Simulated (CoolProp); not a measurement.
Vapour-liquid equilibrium of CHF3 (R23) (1) + CH2F2 (R32) (2) at 244 K; x and y are mole fractions of (1).

Values from CoolProp's multi-fluid Helmholtz-energy mixture model, Penoncello 2003 and Tillner-Roth 1997; pair parameters Bell 2016.

```
x     bubble pressure (bar)  y at the bubble point  dew pressure at overall composition x (bar)  liquid density (mol/L)
----  ---------------------  ---------------------  -------------------------------------------  ----------------------
0.05                  3.195                  0.149                                        2.944                   21.84
0.15                  3.928                  0.367                                        3.199                   21.36
0.25                  4.666                  0.519                                        3.499                   20.89
0.35                  5.406                  0.631                                        3.861                   20.43
0.45                  6.147                  0.718                                        4.302                   19.96
0.55                  6.890                  0.788                                        4.852                   19.50
0.65                  7.638                  0.846                                        5.552                   19.04
0.75                  8.395                  0.896                                        6.468                   18.57
0.85                  9.166                  0.940                                        7.693                   18.09
0.95                  9.959                  0.981                                        9.346                   17.61
```

No azeotrope shows between x = 0.05 and 0.95.

Pair parameters are fitted to limited data, so mixtures are less certain than the pure fluids.
